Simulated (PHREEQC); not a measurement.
# Silver or lead bath: speciation

Consider water at 39 °C with 0.00067 mol/kgw PbCl2. Closed to the air; pH follows from the charge balance.

Equilibrium calculation in PHREEQC: ion-association model, phreeqc.dat.

- pH: 5.49
- ionic strength: 0.00193 mol/kgw
- specific conductance: 241 µS/cm

| species | molality | activity | log γ |
|---|---|---|---|
| Cl- | 0.00130 | 0.00124 | -0.022 |
| Pb+2 | 0.000629 | 0.000515 | -0.087 |
| PbCl+ | 3.72e-5 | 3.54e-5 | -0.022 |
| H+ | 3.36e-6 | 3.21e-6 | -0.020 |
| PbOH+ | 3.29e-6 | 3.13e-6 | -0.022 |
| Pb2OH+3 | 5.67e-8 | 3.61e-8 | -0.196 |
| PbCl2 | 5.41e-8 | 5.41e-8 | 0.000 |
| OH- | 8.99e-9 | 8.55e-9 | -0.022 |

Precipitation was switched off in this run. Species that the database lacks are ignored. At this temperature some constants are extrapolated from 25 °C, and those without enthalpy data are left unchanged.
